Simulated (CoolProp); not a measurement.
Vapour-liquid equilibrium of cyclohexane (1) + ethylbenzene (2) at 0.944 MPa; x and y are mole fractions of (1).

Values from CoolProp's multi-fluid Helmholtz-energy mixture model, Zhou 2014 and Zhou 2012; pair parameters Bell 2016.

```
x      bubble temperature (K)  y at the bubble point  dew temperature at overall composition x (K)  liquid density (mol/L)
-----  ----------------------  ---------------------  --------------------------------------------  ----------------------
0.05                    512.6                  0.110                                           [?]                   6.063
0.125                   505.0                  0.257                                         511.9                   6.178
0.2                     498.0                  0.381                                         508.1                     [?]
0.275                     [?]                  0.486                                         504.0                   6.390
0.35                    485.7                  0.575                                         499.8                   6.487
0.425                   480.3                  0.650                                         495.4                   6.580
0.5                     475.5                  0.715                                         490.7                   6.668
0.575                   471.2                  0.770                                         485.7                   6.752
0.65                    467.2                  0.819                                         480.4                   6.834
0.725                   463.5                  0.863                                         474.7                   6.915
0.8                     460.1                  0.903                                         468.7                   6.996
0.875                   456.8                  0.941                                         462.5                   7.078
0.95                    453.8                  0.977                                         456.0                   7.161
```

Task: What belongs in the gaps?

Result: 
- 0.05, dew temperature at overall composition x (K): 515.6
- 0.2, liquid density (mol/L): 6.287
- 0.275, bubble temperature (K): 491.5

No azeotrope shows between x = 0.05 and 0.95.

The pair parameters rest on a limited set of measurements; away from them the model extrapolates.
